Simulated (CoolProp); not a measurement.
A closed Brayton cycle with nitrogen: compressor inlet 328.15 K and 3.7 MPa, high pressure 8.54 MPa, turbine inlet 840 K, compressor efficiency 0.8, turbine efficiency 0.85, recuperator effectiveness 0.95 (on enthalpy, no pinch check). Each further row changes one setting.

Values from CoolProp's reference Helmholtz-energy equation of state, Span 2000.

| case | thermal efficiency (%) | net work (kJ/kg) | compressor to turbine work | compressor exit (K) | turbine exit (K) |
|---|---|---|---|---|---|
| as stated | 25.4 | 45.5 | 0.72 | 439.5 | 697.3 |
| turbine inlet 790 K | 21.4 | 35.8 | 0.77 | 439.5 | 654.4 |
| compressor inlet 338.15 K | 23.4 | 41.8 | 0.74 | 452.8 | 697.3 |
| high pressure 7.26 MPa | 27.3 | 41.8 | 0.69 | 415.8 | 722.9 |
| recuperator effectiveness 0.5 | 14.9 | 45.5 | 0.72 | 439.5 | 697.3 |
